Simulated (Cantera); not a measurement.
Feed: 1 mol Si2Cl6, 6.2 mol NH3, 3.6 mol N2, held at 0.345 Torr.

Method: chemical equilibrium by Gibbs-energy minimisation in Cantera with the NASA 1993 tables (ideal gas, pure condensed phases). Candidate condensed phases: NH4Cl, Si, Si3N4; 28 gas species. The feed counts by its element totals alone. The tables' values for SiCl, SiCl3, SiN are old estimates; treat these amounts as uncertain. Gases not in the tables: Si2H6 and higher silanes. Kinetics and transport are ignored.

log p: log10 of the partial pressure in bar; n: condensed amount in mol.

| T (K) | log p H2 | log p N2 | log p HCl | log p SiCl2 | log p H | log p Si | log p SiCl4 | n Si3N4(s) | n Si(s) | n Si(l) |
|---|---|---|---|---|---|---|---|---|---|---|
| 725 | -3.75 | -3.84 | -3.87 | -13.66 | -14.91 | <-15 | -5.25 | 0.594 | 0 | 0 |
| 825 | -3.77 | -3.85 | -3.85 | -11.27 | -12.98 | <-15 | -5.44 | 0.620 | 0 | 0 |
| 925 | -3.77 | -3.85 | -3.83 | -9.42 | -11.47 | <-15 | -5.61 | 0.635 | 0 | 0 |
| 1025 | -3.78 | -3.85 | -3.83 | -7.93 | -10.25 | <-15 | -5.75 | 0.643 | 0 | 0 |
| 1125 | -3.78 | -3.85 | -3.82 | -6.73 | -9.24 | <-15 | -5.88 | 0.645 | 0 | 0 |
| 1225 | -3.77 | -3.85 | -3.83 | -5.75 | -8.39 | -13.71 | -6.05 | 0.626 | 0 | 0 |
| 1325 | -3.76 | -3.84 | -3.88 | -5.02 | -7.67 | -11.48 | -6.39 | [?] | 0 | 0 |
| 1425 | -3.73 | -3.82 | -4.01 | -4.60 | -7.03 | -9.58 | -7.06 | [?] | 0 | 0 |
| 1525 | -3.71 | -3.80 | -4.20 | -4.39 | -6.48 | -7.93 | -7.95 | [?] | 0 | 0 |
| 1625 | -3.70 | -3.79 | -4.29 | -4.33 | -6.00 | -6.79 | -8.70 | 0 | 0.0587 | 0 |
| 1725 | -3.71 | -3.79 | -4.29 | -4.34 | -5.58 | -5.99 | -9.24 | 0 | 0 | 0.0214 |
| 1825 | -3.72 | -3.80 | -4.25 | -4.38 | -5.22 | -5.40 | -9.66 | 0 | 0 | 0 |
| 1925 | -3.75 | -3.81 | -4.19 | -4.46 | -4.90 | -5.02 | -10.01 | 0 | 0 | 0 |

Fill in the missing entries.


- 1325, n Si3N4(s): 0.527
- 1425, n Si3N4(s): 0.320
- 1525, n Si3N4(s): 0.100
